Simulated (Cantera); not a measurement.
**Premixed flame**

A freely propagating, adiabatic, planar premixed flame of 40.3 % H₂, 12.6 % O₂, 47.1 % N₂, unburnt at 450 K and 120 Torr; mixture-averaged transport, grid criteria slope 0.08 and curve 0.16, no radiation.

Computed with Cantera and the H2/O2 subset of GRI-Mech 3.0, which has no nitrogen chemistry. Burning velocities carry a grid error of a few per cent, more on coarse grids.

```
z (mm)  T (K)  u (m/s)   x H₂     x O₂      x OH       x H    x HO₂       x O
------  -----  -------  -----  -------  --------  --------  -------  --------
-13.3     450     4.50  0.403    0.126     <1e-8     <1e-8    <1e-8     <1e-8
-8.89     450     4.50  0.403    0.126     <1e-8     <1e-8    <1e-8     <1e-8
-6.66     450     4.50  0.403    0.126     <1e-8     <1e-8    <1e-8     <1e-8
-4.44     450     4.50  0.403    0.126     <1e-8     <1e-8  5.16e-8     <1e-8
-2.22     459     4.58  0.401    0.126   3.57e-5  0.000125  8.61e-5   4.73e-6
-1.11     651     6.40  0.373    0.121  0.000464   0.00961  4.89e-5  0.000167
0        1084     10.3  0.235   0.0744   0.00219    0.0748  1.55e-5   0.00498
1.11     1354     12.8  0.127   0.0129   0.00483     0.118  2.56e-6   0.00609
2.22     1457     13.7  0.120  0.00542   0.00588     0.114  9.80e-7   0.00509
4.44     1573     14.6  0.127  0.00425   0.00709    0.0996  6.79e-7   0.00468
8.89     1703     15.7  0.135  0.00338   0.00812    0.0828  4.83e-7   0.00399
17.8     1842     16.8  0.143  0.00241   0.00860    0.0653  3.21e-7   0.00300
35.5     1974     17.8  0.150  0.00151   0.00822    0.0489  2.05e-7   0.00197
```
x: mole fraction of selected species; z is measured from the peak of heat release.

| Item | Value |
|---|---|
| laminar burning velocity | 450 cm/s |
| thermal thickness | 4.44 mm |
| peak x(OH) | 0.00860 |
| peak x(H) | 0.118 |
| peak x(HO₂) | 9.75e-5 |
| peak x(O) | 0.00694 |
